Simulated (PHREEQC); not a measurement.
Make-up at 25 °C and 10 atm: 0.002 mol/kgw NaOH, 0.00018 mol/kgw Na2SiO3 and 0.15 mol/kgw K3PO4. Closed to the air; pH follows from the charge balance.

All values are PHREEQC results (ion-association model, phreeqc.dat), not measurements.

Precipitation was switched off in this run.

Question: What pH, activity of water, density does the model give?

Answer: pH 12.08; activity of water 0.989; density 1.027 g/cm³.

Question: In which forms is P present?

Answer: PO4-3 88 %, HPO4-2 11 %, KHPO4- 1.5 % of the P.

Ionic strength above about 0.7 mol/kgw puts this run outside the model's range. Complexes and solids missing from the database can't appear.
